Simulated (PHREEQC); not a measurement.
A solution holds 0.39 mol HF, 0.27 mol NH4F, 0.00084 mol H2SiF6 and 0.39 mol H3PO4 per kg of water, at 72 °C. Closed to the air; pH follows from the charge balance.

Model: ion-association model, wateq4f.dat, run in PHREEQC.

Each row changes one thing in this solution. Precipitation was switched off in this run.

```csv
case,pH,ionic strength (mol/kgw),HF (mol/kgw),H2PO4- (mol/kgw),H3PO4 (mol/kgw),H2F2 (mol/kgw),SI of Quartz (SiO2)
as made,2.21,0.279,0.393,0.198,0.192,0.0687,-9.61
diluted 100-fold with water,2.86,0.00417,0.00542,0.00299,0.000907,1.22e-5,-1.79
0.0072 mol/kgw HCl added,2.19,0.279,0.396,0.194,0.196,0.0695,-9.59
temperature from 72 to 40 °C,2.13,0.280,0.287,0.207,0.182,0.131,-10.91
HF left out,2.39,0.276,0.186,0.237,0.153,0.0153,-8.00
```

wateq4f.dat counts part of the HF as a dimer, H2F2, which phreeqc.dat doesn't know; its constant is uncertain. H3PO4, which wateq4f.dat lacks, is added to it with the constant of phreeqc.dat. Away from 25 °C the constants follow the database's enthalpies or fits; those with neither stay at their 25 °C values. SiF6-2 is the database's only silicon fluoride.
